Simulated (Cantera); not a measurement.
Input (Python, Cantera):

```python
import numpy as np
import cantera as ct

gas = ct.Solution("gri30.yaml")
gas.TP = 300, 100000
flame = ct.CounterflowDiffusionFlame(gas, width=0.02)
flame.fuel_inlet.X, flame.fuel_inlet.T = {'CH4': 1, 'H2': 0.52, 'N2': 0.81}, 400
flame.oxidizer_inlet.X, flame.oxidizer_inlet.T = {'O2': 0.21, 'N2': 0.79}, 348
flame.set_refine_criteria(ratio=3, slope=0.12, curve=0.24, prune=0.03)
show = ['OH', 'H', 'NO', 'CO', 'C2H2']

rows = []
print(f"{'mdot':>8s}{'a_max':>10s}{'a_mean':>10s}{'Tmax/K':>9s}" + "".join(f"{s:>11s}" for s in show) + "   (peak mole fractions)")
for i, mdot in enumerate([0.6, 0.88, 1.3, 1.9, 2.8, 4.1, 5.9]):  # kg/m2/s on the oxidiser side
    flame.oxidizer_inlet.mdot, flame.fuel_inlet.mdot = mdot, 0.79 * mdot
    flame.solve(loglevel=0, auto=(i == 0))
    if flame.T.max() < max(400, 348) + 100:
        print(f"{mdot:8.3g}  no burning solution found from the previous one")
        break
    dT = np.abs(np.gradient(flame.T, flame.grid))
    rows.append([flame.strain_rate("max"), flame.strain_rate("mean"), flame.T.max(),
                 *(flame.X[gas.species_index(s)].max() for s in show), max(dT[0], dT[-1]) / dT.max()])
    print(f"{mdot:8.3g}{rows[-1][0]:10.1f}{rows[-1][1]:10.1f}{rows[-1][2]:9.1f}" + "".join(f"{x:11.3e}" for x in rows[-1][3:-1]))
```

Result:

```
    mdot     a_max    a_mean   Tmax/K         OH          H         NO         CO       C2H2   (peak mole fractions)
     0.6     336.5      76.3   2027.0  7.751e-03  5.001e-03  1.643e-04  3.739e-02  6.466e-03
    0.88     479.2     111.8   2004.1  7.620e-03  5.337e-03  1.419e-04  3.719e-02  6.213e-03
     1.3     692.3     165.2   1984.1  7.526e-03  5.702e-03  1.197e-04  3.730e-02  5.979e-03
     1.9     990.7     241.5   1958.3  7.261e-03  5.983e-03  9.548e-05  3.745e-02  5.567e-03
     2.8    1431.3     355.8   1927.9  6.861e-03  6.175e-03  7.082e-05  3.788e-02  4.963e-03
     4.1    2055.7     521.0   1890.8  6.278e-03  6.201e-03  4.756e-05  3.860e-02  4.126e-03
     5.9    2894.6     749.8   1840.1  5.410e-03  5.900e-03  2.679e-05  3.951e-02  2.994e-03
```

Detailed kinetics in Cantera: GRI-Mech 3.0 (53 species, 325 reactions). GRI-Mech 3.0 has no aromatics or soot, which form on the fuel side of real flames. The maximum strain rate includes the flame's own expansion and is several times the mean.
